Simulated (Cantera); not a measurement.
Cantera run:

```python
import numpy as np
import cantera as ct

gas_names = """
    B BH BH2 BH3 BN BO BO2 B2 B2O B2O2 B2O3 B3O3H3 H HBO HBO2 HNO HNO2 HNO3 HO2 H2 H2O H2O2 H3B3O6 N NH
    NH2 NH3 NH2OH NO NO2 NO3 N2 N2H2 N2H4 N2O O OH O2 O3
""".split()
cond_names = """
    B(b) B(L) BN(s) B2O3(L) B3O3H3(cr) H2O(s) H2O(L)
""".split()


# ... load() reads the species with a 1 bar reference pressure and builds the phases ...
atoms = {
    'B2O3': {'B': 2, 'O': 3},
    'NH3': {'N': 1, 'H': 3},
    'H2': {'H': 2},
}
top_T = {'BN(s)': 3200}  # K; cautious upper limits of use, not melting points


# ... equilibrate(T, P, feed) seeds the gas with the atoms and calls Mixture.equilibrate('TP', solver="vcs", rtol=1e-11, max_steps=5000) ...
results = []
feed = {'B2O3': 1, 'NH3': 1.7, 'H2': 0.22}  # mol
T = 2423  # K
for P in [10, 32, 100, 320, 1000, 3200, 10000, 32000, 100000]:
    mix = equilibrate(T, P, feed)
    results.append((T, P, feed, dict(zip(mix.species_names, mix.species_moles))))

top = {s: max(r[3][s] / sum(r[3][g] for g in gas_names) for r in results) for s in gas_names}
cols = sorted((s for s in top if top[s] > 1e-05), key=lambda s: -top[s])[:9]
seen = [c for c in cond_names if any(r[3].get(c, 0) > 1e-12 for r in results)]
print("log10 of partial pressures in bar; condensed amounts in mol")
print(f"{'P/Pa':>10s}" + "".join(f"{s[:9]:>10s}" for s in cols + seen))
for T, P, feed, n in results:
    ng = sum(n[g] for g in gas_names)
    print(f"{P:10.4g}" + "".join(f"{np.log10(max(n[s] / ng * P / 1e5, 1e-99)):10.3f}" for s in cols)
          + "".join(f"{n.get(c, 0):10.4g}" for c in seen))
```

It prints:

```
log10 of partial pressures in bar; condensed amounts in mol
      P/Pa         H        H2        BO        N2      B2O3      HBO2       HBO         O       BO2
        10    -4.305    -5.107    -4.720    -4.968    -6.157    -5.722    -6.532    -5.322    -5.563
        32    -3.900    -4.298    -4.263    -4.398    -5.190    -4.807    -5.671    -5.268    -5.053
       100    -3.553    -3.604    -3.824    -3.850    -4.424    -4.134    -4.885    -5.380    -4.726
       320    -3.237    -2.972    -3.399    -3.306    -3.739    -3.558    -4.143    -5.545    -4.466
      1000    -2.952    -2.402    -3.015    -2.785    -3.124    -3.042    -3.475    -5.698    -4.235
      3200    -2.677    -1.851    -2.659    -2.261    -2.538    -2.537    -2.843    -5.825    -4.006
     1e+04    -2.416    -1.329    -2.342    -1.754    -1.994    -2.049    -2.265    -5.915    -3.778
   3.2e+04    -2.156    -0.809    -2.043    -1.241    -1.458    -1.550    -1.706    -5.976    -3.541
     1e+05    -1.904    -0.305    -1.768    -0.742    -0.945    -1.061    -1.179    -6.013    -3.303
```

Equilibrium computed with Cantera from the NASA thermochemical tables; the gas is ideal and each condensed phase is pure.
